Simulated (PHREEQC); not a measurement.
Na2SO4 is added in steps, without added water, to 1 kg of water holding 0.031 mol HF and 0.00084 mol NH4F, at 25 °C. Oxygen is held at 0.21 atm. The system is closed to CO2. Only these solids could form: Mirabilite.

Base run: PHREEQC, ion-association model, wateq4f.dat. Each further column changes one thing. The table gives HSO4- (mol/kgw).

| Na2SO4 added (mol) | base | NH4F from 0.00084 to 0.000756 mol/kgw | temperature from 25 to 15 °C | temperature from 25 to 85 °C | no solid may form |
|---|---|---|---|---|---|
| 0 | 0 | 0 | 0 | 0 | 0 |
| 0.012 | 0.00177 | 0.00178 | 0.00161 | ___ | 0.00177 |
| 0.024 | 0.00283 | 0.00284 | 0.00260 | ___ | 0.00283 |
| 0.036 | 0.00362 | 0.00363 | ___ | 0.00537 | 0.00362 |
| 0.048 | 0.00425 | 0.00427 | 0.00396 | 0.00613 | 0.00425 |
| 0.06 | 0.00479 | 0.00482 | 0.00449 | ___ | 0.00479 |
| 0.072 | 0.00527 | 0.00529 | ___ | ___ | 0.00527 |
| 0.084 | 0.00569 | 0.00571 | 0.00535 | 0.00778 | 0.00569 |
| 0.096 | 0.00607 | 0.00609 | 0.00572 | ___ | 0.00607 |

### Question
Fill in the missing entries.

### Answer

- 0.012, temperature from 25 to 85 °C: 0.00295
- 0.024, temperature from 25 to 85 °C: 0.00438
- 0.036, temperature from 25 to 15 °C: 0.00335
- 0.06, temperature from 25 to 85 °C: 0.00676
- 0.072, temperature from 25 to 15 °C: 0.00494
- 0.072, temperature from 25 to 85 °C: 0.00730
- 0.096, temperature from 25 to 85 °C: 0.00820

wateq4f.dat counts part of the HF as a dimer, H2F2, which phreeqc.dat doesn't know; its constant is uncertain. At this temperature some constants are extrapolated from 25 °C, and those without enthalpy data are left unchanged.
